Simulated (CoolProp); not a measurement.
The fluid at 268.58 K and 0.0138 MPa expands adiabatically to 0.00155 MPa with isentropic efficiency 0.9. The same conditions are run with several fluids, on thermodynamics alone (safety and materials aside).

Values from CoolProp's reference Helmholtz-energy equation of state of each fluid (n-pentane: Thol 2019; R143a: Lemmon and Jacobsen 2000; R152A: Outcalt 1996; R115: Lemmon 2016; R236FA: Pan 2012).

**Question.** Rank n-pentane, R143a, R152A, R115, R236FA by work (kJ/kg), highest first.

**Answer.** R152A (57.1), n-pentane (55.7), R143a (45.8), R236FA (26.6), R115 (26.0)

```csv
fluid,final temperature (K),final density (kg/m³)
n-pentane,230.0,0.0586
R143a,211.2,0.0742
R152A,203.1,0.0607
R115,228.0,0.126
R236FA,232.3,0.122
```
